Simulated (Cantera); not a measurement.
An adiabatic, constant-pressure homogeneous reactor starts with CH4 : C2H6 : O2 : N2 : CO2 = 1 : 0.13 : 1.29 : 4.86 : 0.57 (molar parts), equivalence ratio 1.9, at 1273 K and 6.20 bar.

Detailed kinetics in Cantera: GRI-Mech 3.0 (53 species, 325 reactions).

### Question
Predict: time of steepest temperature rise; temperature at 4.00 s; equilibrium temperature; x(O2) at 4.00 s; x(H) at 4.00 s; x(CO) at 4.00 s; x(NO) at 4.00 s; x(H2O2) at 4.00 s.

### Answer
* **time of steepest temperature rise**: 0.666 ms
* **temperature at 4.00 s**: 2296 K
* **equilibrium temperature**: 2296 K
* **x(O2) at 4.00 s**: 1.77e-6 (gas-phase equilibrium 1.77e-6)
* **x(H) at 4.00 s**: 0.00121 (gas-phase equilibrium 0.00121)
* **x(CO) at 4.00 s**: 0.156 (gas-phase equilibrium 0.156)
* **x(NO) at 4.00 s**: 3.73e-5 (gas-phase equilibrium 3.73e-5)
* **x(H2O2) at 4.00 s**: 2.35e-9 (gas-phase equilibrium 2.35e-9)
